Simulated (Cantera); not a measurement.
An isothermal, constant-pressure homogeneous reactor starts with CH₄ : N₂ = 1 : 22 (molar parts), at 1600 K and 20.0 Torr. Integrator tolerance rtol = 1e-08.

Detailed kinetics in Cantera: GRI-Mech 3.0 (53 species, 325 reactions). GRI-Mech 3.0 stops at C3 and has no aromatics, soot or wall deposition, so with more carbon than oxygen in the feed, carbon stays in small species such as C2H2 where larger ones or solid carbon would form. Radical loss at walls, strong at low pressure, is not modelled.

What does this change do: temperature 1600 to 1673 K?


```tsv
quantity	before	after
x(CH₄) at 4.00 s	0.00326 (gas-phase equilibrium 8.36e-6)	0.000529 (gas-phase equilibrium 4.16e-6)
x(C₂H₂) at 4.00 s	0.0192 (gas-phase equilibrium 0.00424)	0.0206 (gas-phase equilibrium 0.00395)
x(H₂) at 4.00 s	0.0577 (gas-phase equilibrium 0.0624)	0.0616 (gas-phase equilibrium 0.0624)
x(CH₃) at 4.00 s	6.82e-5 (gas-phase equilibrium 2.28e-7)	2.72e-5 (gas-phase equilibrium 2.38e-7)
x(CH₂) at 4.00 s	6.35e-8 (gas-phase equilibrium 2.85e-10)	6.87e-8 (gas-phase equilibrium 6.72e-10)
```
